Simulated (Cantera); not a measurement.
Feed: 1 mol CS2, 9.3 mol H2, at 648 K and 1.60 bar.

Cantera equilibrium calculation (NASA polynomials, part measured and part estimated; ideal gas, pure solids and liquids). Candidate condensed phases: C, C6H6, C7H8, C8H18, S; 83 gas species. The numbers say what is thermodynamically allowed, not how fast it happens.

Base state: H2 0.639, H2S 0.241, CH4 0.120 (mole fractions); condensed: gas only.

What changes in the equilibrium state with this change: temperature from 648 K to 2448.15 K?


```json
[
 {"species": "H2", "before": "0.639", "after": "0.836"},
 {"species": "CS", "before": "<1e-9", "after": "0.0592"},
 {"species": "CS2", "before": "<1e-9", "after": "0.0295"},
 {"species": "H2S", "before": "0.241", "after": "0.0260"},
 {"species": "CH4", "before": "0.120", "after": "0.000115"},
 {"species": "SH", "before": "<1e-9", "after": "0.0165"},
 {"species": "H", "before": "<1e-9", "after": "0.0144"},
 {"species": "S2", "before": "<1e-9", "after": "0.0127"},
 {"species": "S", "before": "<1e-9", "after": "0.00312"},
 {"species": "C2H2 (acetylene)", "before": "<1e-9", "after": "0.00286"},
 {"species": "CH3", "before": "<1e-9", "after": "3.60e-5"}
]
```

What changes in the equilibrium state with this change: temperature from 648 K to 1623 K?


| species | before | after |
|---|---|---|
| H2 | 0.639 | 0.818 |
| H2S | 0.241 | 0.150 |
| CS2 | <1e-9 | 0.0235 |
| CH4 | 0.120 | 0.00159 |
| S2 | <1e-9 | 0.00482 |
| SH | <1e-9 | 0.00160 |
| C(graphite), mol | 0 | 0.756 |
